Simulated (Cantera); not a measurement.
Input (Python, Cantera) and output of one run.

```python
import numpy as np
import cantera as ct

gas_names = """
    C CH CH2 CH3 CH4 C2 C2H C2H2,acetylene C2H2,vinylidene C2H3,vinyl C2H4 C2H5 C2H6 C3 C3H3,propargyl
    C3H4,allene C3H4,propyne C3H4,cyclo- C3H5,allyl C3H6,propylene C3H6,cyclo- C3H7,n-propyl
    C3H7,i-propyl C3H8 C4 C4H2 C4H4,1,3-cyclo- C4H6,butadiene C4H6,2-butyne C4H6,cyclo- C4H8,1-butene
    C4H8,cis2-buten C4H8,tr2-butene C4H8,isobutene C4H8,cyclo- C4H9,n-butyl C4H9,i-butyl C4H9,s-butyl
    C4H9,t-butyl C4H10,isobutane C4H10,n-butane C5 C5H6,1,3cyclo- C5H8,cyclo- C5H10,1-pentene
    C5H10,cyclo- C5H11,pentyl C5H11,t-pentyl C5H12,n-pentane C5H12,i-pentane CH3C(CH3)2CH3 C6H2
    C6H5,phenyl C6H6 C6H10,cyclo- C6H12,1-hexene C6H12,cyclo- C6H13,n-hexyl C7H7,benzyl C7H8
    C7H14,1-heptene C7H15,n-heptyl C7H16,n-heptane C8H8,styrene C8H10,ethylbenz C8H16,1-octene
    C8H17,n-octyl C8H18,isooctane C8H18,n-octane C9H19,n-nonyl C10H8,naphthale C10H21,n-decyl
    C12H9,o-bipheny C12H10,bipheny H H2 Si SiC SiC2 SiC4H12 SiH SiH2 SiH3 SiH4 Si2 Si2C Si3
""".split()
cond_names = """
    C(gr) C6H6(L) C7H8(L) C8H18(L),n-octa Si(cr) Si(L) SiC(b)
""".split()


def load(file, names, dense=False):
    # The tables refer to 1 bar. Condensed volumes are neglected.
    table = {s.name: s for s in ct.Species.list_from_file(file)}
    out = []
    for n in names:
        d = dict(table[n].input_data)
        d["thermo"] = dict(d["thermo"], **{"reference-pressure": 1e5})
        if dense:
            d["equation-of-state"] = {"model": "constant-volume", "density": "1e6 g/cm^3"}
        out.append(ct.Species.from_dict(d))
    return out


gas = ct.Solution(thermo="ideal-gas", species=load("nasa_gas.yaml", gas_names))
cond = {s.name: ct.Solution(thermo="fixed-stoichiometry", species=[s], name=s.name)
        for s in load("nasa_condensed.yaml", cond_names, dense=True)}
atoms = {
    'SiC': {'Si': 1, 'C': 1},
    'C': {'C': 1},
    'H2': {'H': 2},
}
top_T = {'C(gr)': 4500, 'SiC(b)': 3050}  # K; cautious upper limits of use, not melting points


def equilibrate(T, P, feed):
    n = {}
    for name, mol in feed.items():
        for a, k in atoms[name].items():
            n[a] = n.get(a, 0.0) + k * mol
    gas.TPX = T, P, n
    mass = sum(n.values()) * gas.mean_molecular_weight
    gas.equilibrate("TP")
    valid = [c for c in cond.values() if c.min_temp <= T <= top_T.get(c.name, c.max_temp)]
    mix = ct.Mixture([(gas, mass / gas.mean_molecular_weight)] + [(c, 0.0) for c in valid])
    mix.T, mix.P = T, P
    mix.equilibrate("TP", solver="vcs", rtol=1e-11, max_steps=5000)
    return mix


results = []
feed = {'SiC': 1, 'C': 0.83, 'H2': 0.69}  # mol
P = 4300  # Pa
for T in [2100, 2200, 2300, 2400, 2500, 2600, 2700, 2800, 2900, 3000]:
    mix = equilibrate(T, P, feed)
    results.append((T, P, feed, dict(zip(mix.species_names, mix.species_moles))))
    x = sorted(zip(gas.X, gas.species_names), reverse=True)
    print(f"T = {T:g} K  P = {P:g} Pa  gas = {mix.phase_moles(0):.4g} mol")
    print("   x: " + "  ".join(f"{s} {v:.3e}" for v, s in x if v > 0.001))
    print("   condensed (mol): " + ("  ".join(f"{mix.phase(i).name} {mix.phase_moles(i):.4g}"
          for i in range(1, mix.n_phases) if mix.phase_moles(i) > 1e-12) or "none"))
```

Output:

```
T = 2100 K  P = 4300 Pa  gas = 0.6954 mol
   x: H2 9.834e-01  H 1.490e-02  C2H2,acetylene 1.421e-03
   condensed (mol): C(gr) 0.8282  SiC(b) 0.9998
T = 2200 K  P = 4300 Pa  gas = 0.7001 mol
   x: H2 9.696e-01  H 2.674e-02  C2H2,acetylene 2.485e-03
   condensed (mol): C(gr) 0.8272  SiC(b) 0.9991
T = 2300 K  P = 4300 Pa  gas = 0.7089 mol
   x: H2 9.464e-01  H 4.540e-02  C2H2,acetylene 4.090e-03  Si 3.112e-03
   condensed (mol): C(gr) 0.8265  SiC(b) 0.9969
T = 2400 K  P = 4300 Pa  gas = 0.7257 mol
   x: H2 9.074e-01  H 7.307e-02  Si 9.492e-03  C2H2,acetylene 6.326e-03  SiC2 1.822e-03  Si2C 1.037e-03
   condensed (mol): C(gr) 0.8276  SiC(b) 0.9897
T = 2500 K  P = 4300 Pa  gas = 0.7612 mol
   x: H2 8.407e-01  H 1.112e-01  Si 2.645e-02  C2H2,acetylene 9.095e-03  SiC2 6.861e-03  Si2C 3.784e-03  SiH 1.329e-03
   condensed (mol): C(gr) 0.8351  SiC(b) 0.9674
T = 2600 K  P = 4300 Pa  gas = 0.8463 mol
   x: H2 7.230e-01  H 1.574e-01  Si 6.803e-02  SiC2 2.325e-02  Si2C 1.245e-02  C2H2,acetylene 1.172e-02  SiH 2.738e-03
   condensed (mol): C(gr) 0.8615  SiC(b) 0.8979
T = 2700 K  P = 4300 Pa  gas = 1.105 mol
   x: H2 5.113e-01  H 1.959e-01  Si 1.630e-01  SiC2 7.177e-02  Si2C 3.739e-02  C2H2,acetylene 1.206e-02  SiH 4.815e-03  Si2 2.111e-03
   condensed (mol): C(gr) 0.9538  SiC(b) 0.647
T = 2800 K  P = 4300 Pa  gas = 1.757 mol
   x: Si 2.794e-01  H2 2.764e-01  H 2.074e-01  SiC2 1.554e-01  Si2C 6.015e-02  C2H2,acetylene 9.220e-03  SiH 5.347e-03  Si2 3.773e-03
   condensed (mol): C(gr) 1.137
T = 2900 K  P = 4300 Pa  gas = 1.874 mol
   x: Si 2.716e-01  H 2.621e-01  H2 2.235e-01  SiC2 1.875e-01  Si2C 3.243e-02  C2H2,acetylene 1.030e-02  SiH 4.154e-03  C3 2.405e-03  Si2 2.244e-03  C2H 1.788e-03
   condensed (mol): C(gr) 1.003
T = 3000 K  P = 4300 Pa  gas = 1.989 mol
   x: H 3.174e-01  Si 2.513e-01  SiC2 2.120e-01  H2 1.737e-01  Si2C 1.642e-02  C2H2,acetylene 1.081e-02  C3 7.255e-03  C2H 3.393e-03  SiH 3.033e-03  Si2 1.246e-03  C 1.179e-03
   condensed (mol): C(gr) 0.843
```

These are equilibrium values from Cantera (NASA tables, ideal gas, pure condensed phases), not measurements of a reactor. Gases not in the tables: Si2H6 and higher silanes.
